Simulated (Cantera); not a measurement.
A closed system holds: 1 mol SiH₄, a varied amount of N₂, equilibrated at 1973 K and 75.0 Torr.

Method: chemical equilibrium by Gibbs-energy minimisation in Cantera with the NASA 1993 tables (ideal gas, pure condensed phases). Candidate condensed phases: Si, Si₃N₄; 18 gas species. The tables' values for SiN are old estimates; treat these amounts as uncertain. Gases not in the tables: Si₂H₆ and higher silanes. The numbers say what is thermodynamically allowed, not how fast it happens.

x: gas mole fraction; n: condensed amount in mol.

| n(N₂) (mol) | x N₂ | x H₂ | x H | x Si | x SiH₂ | n Si(l) |
|---|---|---|---|---|---|---|
| 0.6 | 0.230 | 0.766 | ___ | 0.000316 | 6.96e-5 | 0.999 |
| 1.3 | 0.393 | 0.603 | ___ | 0.000316 | 5.48e-5 | 0.998 |
| 2.6 | 0.564 | 0.433 | ___ | 0.000316 | 3.93e-5 | 0.998 |
| 5.3 | 0.725 | 0.272 | ___ | 0.000316 | 2.48e-5 | 0.997 |
| 11 | 0.845 | 0.153 | ___ | 0.000316 | 1.39e-5 | 0.994 |
| 23 | 0.919 | 0.0793 | ___ | 0.000316 | 7.21e-6 | 0.989 |
| 47 | 0.958 | 0.0403 | ___ | 0.000316 | 3.67e-6 | 0.978 |
| 98 | 0.979 | 0.0197 | ___ | 0.000316 | 1.79e-6 | 0.956 |

Q: What belongs in the gaps?

A: 
- 0.6, x H: 0.00373
- 1.3, x H: 0.00331
- 2.6, x H: 0.00281
- 5.3, x H: 0.00223
- 11, x H: 0.00167
- 23, x H: 0.00120
- 47, x H: 0.000857
- 98, x H: 0.000599
